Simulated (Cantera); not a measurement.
Cantera with NASA thermochemical tables; ideal gases at 1 bar, condensed phases pure. Values are per mole of reaction as written; species without (g) are pure solids or liquids, kept so even where they would boil at 1 bar.

Problem. Between 975 and 2175 K, where is each reaction favourable under standard conditions?
- 3 N2(g) + 2 Ti4O7 ⇌ 8 TiO(g) + 6 NO(g)
- 6 Ti2O3 + O3(g) ⇌ 3 Ti4O7

Solution. 
- 3 N2(g) + 2 Ti4O7 ⇌ 8 TiO(g) + 6 NO(g): ΔG° is 5746 kJ at 975 K and 3511 kJ at 2175 K; it stays positive (K < 1). ΔH° is 6975 kJ and ΔS° 1593 J/K at 2175 K.
- 6 Ti2O3 + O3(g) ⇌ 3 Ti4O7: ΔG° is -1101 kJ at 975 K and -932 kJ at 2175 K; it stays negative (K > 1). ΔH° is -1234 kJ and ΔS° -139 J/K at 2175 K.
